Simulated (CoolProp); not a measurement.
Properties of C2F6 (R116) along the isobar 35.2 bar (Tc = 19.9 °C, pc = 30.48 bar, ω = 0.257).

Model: reference Helmholtz-energy equation of state, Lemmon 2006, in CoolProp. It is a short technical equation, of lower accuracy than the large ones.

```json
[
 {"T (°C)": "-61.55", "phase": "liquid", "cv (kJ/(kg K))": "0.6518", "speed of sound (m/s)": "514.7", "expansivity (1/kK)": "2.914", "Prandtl number": "4.61"},
 {"T (°C)": "-31.05", "phase": "liquid", "cv (kJ/(kg K))": "0.6930", "speed of sound (m/s)": "391.6", "expansivity (1/kK)": "3.948", "Prandtl number": "3.72"},
 {"T (°C)": "-0.55", "phase": "liquid", "cv (kJ/(kg K))": "0.7390", "speed of sound (m/s)": "257.0", "expansivity (1/kK)": "7.050", "Prandtl number": "3.23"},
 {"T (°C)": "29.95", "phase": "supercritical", "cv (kJ/(kg K))": "0.8339", "speed of sound (m/s)": "83.28", "expansivity (1/kK)": "53.33", "Prandtl number": "2.40"},
 {"T (°C)": "60.35", "phase": "supercritical", "cv (kJ/(kg K))": "0.8072", "speed of sound (m/s)": "114.9", "expansivity (1/kK)": "9.332", "Prandtl number": "1.03"},
 {"T (°C)": "90.85", "phase": "supercritical", "cv (kJ/(kg K))": "0.8319", "speed of sound (m/s)": "132.3", "expansivity (1/kK)": "5.750", "Prandtl number": "0.939"},
 {"T (°C)": "121.35", "phase": "supercritical", "cv (kJ/(kg K))": "0.8615", "speed of sound (m/s)": "145.1", "expansivity (1/kK)": "4.313", "Prandtl number": "0.903"},
 {"T (°C)": "151.85", "phase": "supercritical", "cv (kJ/(kg K))": "0.8908", "speed of sound (m/s)": "155.7", "expansivity (1/kK)": "3.518", "Prandtl number": "0.884"}
]
```

Viscosity comes from a separate model (Huber 2003), an estimate that may be off by 10 % or more. Thermal conductivity comes from a separate model (Huber 2003), an estimate that may be off by 10 % or more.
